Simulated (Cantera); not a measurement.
Ammonia decomposition in nitride growth gas

A perfectly stirred reactor is fed with NH₃ : N₂ = 1 : 1.1 (molar parts), at 0.109 atm; it is held at 1675 K, and followed from long to short residence time.

Detailed kinetics in Cantera: the gas-phase N/H chemistry of the illustrative SiF4/NH3 mechanism in the Surface Chemkin manual (1991). Walls and surfaces, which speed up NH3 decomposition in real reactors, are not modelled.

```
τ (s)   x NH₃      x H       x N   x N₂H₂     x NH
------  -----  -------  --------  -------  -------
0.79    0.437  5.73e-6   2.51e-8  8.36e-7  9.87e-7
0.39    0.456  3.00e-6   1.50e-8  8.85e-7  8.81e-7
0.20    0.466  1.58e-6   8.08e-9  8.94e-7  7.74e-7
0.098   0.471  7.84e-7   3.86e-9  8.67e-7  6.73e-7
0.049   0.474  3.85e-7   1.80e-9  7.97e-7  5.88e-7
0.025   0.475  1.86e-7  8.21e-10  6.67e-7  4.97e-7
0.012   0.476  7.89e-8  3.11e-10  4.37e-7  3.61e-7
0.0061  0.476  3.46e-8  1.09e-10  1.99e-7  2.02e-7
0.0031  0.476  1.92e-8  3.88e-11  5.98e-8  7.85e-8
```
x: mole fraction; the columns are a selection and need not sum to one.
